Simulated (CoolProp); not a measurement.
Vapour pressure (kPa) of sulfur dioxide: the reference equation beside estimates from Tc = 430.6 K, pc = 7887 kPa, ω = 0.256.

The numbers come from the reference Helmholtz-energy equation of state, Gao 2016 in CoolProp.

```csv
T (K),reference,Soave-Redlich-Kwong,Peng-Robinson
280.9,211.4,210.3,211.6
292.7,325.5,324.7,324.8
304.6,484.0,484.1,481.9
316.4,693.9,695.8,690.2
328.3,969.1,974.2,963.8
340.1,1316,1326,1310
352,1752,1769,1746
363.8,2282,2309,2278
375.7,2929,2967,2930
387.5,3696,3746,3704
399.4,4612,4673,4631
411.2,5682,5746,5710
```

Absolute difference from the reference over all 12 rows, mean and median: Soave-Redlich-Kwong 0.8 and 0.9 %, Peng-Robinson 0.3 and 0.4 %.
